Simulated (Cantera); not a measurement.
Input: 1 mol Si, 1.8 mol Cl2, 25 mol H2, equilibrated at 475 K and 0.100 bar.

Method: chemical equilibrium by Gibbs-energy minimisation in Cantera with the NASA 1993 tables (ideal gas, pure condensed phases). Candidate condensed phases: Si; 19 gas species. Equilibrium is a limit: real reactors are often held back by kinetics, nucleation or transport.

Base state: H2 0.961, SiCl4 0.0242, SiHCl3 0.0141, SiH2Cl2 0.000252 (mole fractions); condensed: Si(s).

**Question.** What changes in the equilibrium state with this change: temperature from 475 K to 1625 K?

**Answer.** 
```csv
species,before,after
H2,0.961,0.893
HCl,1.06e-6,0.0805
SiCl2,<1e-9,0.0254
SiCl4,0.0242,6.05e-5
SiHCl3,0.0141,0.000105
SiCl3,<1e-9,0.000813
H,<1e-9,0.000211
Cl,<1e-9,1.50e-5
SiCl,<1e-9,1.20e-5
"Si(s), mol",0.00564,0.292
```
The tables' values for SiCl3, SiCl are old estimates; treat these amounts as uncertain.

**Question.** What changes in the equilibrium state with this change: temperature from 475 K to 1475 K?

**Answer.** 
```
species       before     after
----------  --------  --------
H2             0.961     0.894
HCl          1.06e-6    0.0803
SiCl2          <1e-9    0.0227
SiCl4         0.0242  0.000479
SiHCl3        0.0141  0.000505
SiCl3          <1e-9   0.00179
H              <1e-9   3.88e-5
SiH2Cl2     0.000252   8.35e-5
Si(s), mol   0.00564     0.317
```
The tables' values for SiCl3 are old estimates; treat these amounts as uncertain.

**Question.** What changes in the equilibrium state with this change: pressure from 0.100 bar to 0.0133 bar?

**Answer.** 
```json
[
 {"species": "H2", "before": "0.961", "after": "0.963"},
 {"species": "SiCl4", "before": "0.0242", "after": "0.0277"},
 {"species": "SiHCl3", "before": "0.0141", "after": "0.00946"},
 {"species": "SiH2Cl2", "before": "0.000252", "after": "9.85e-5"},
 {"species": "Si(s), mol", "before": "0.00564", "after": "0.0376"}
]
```
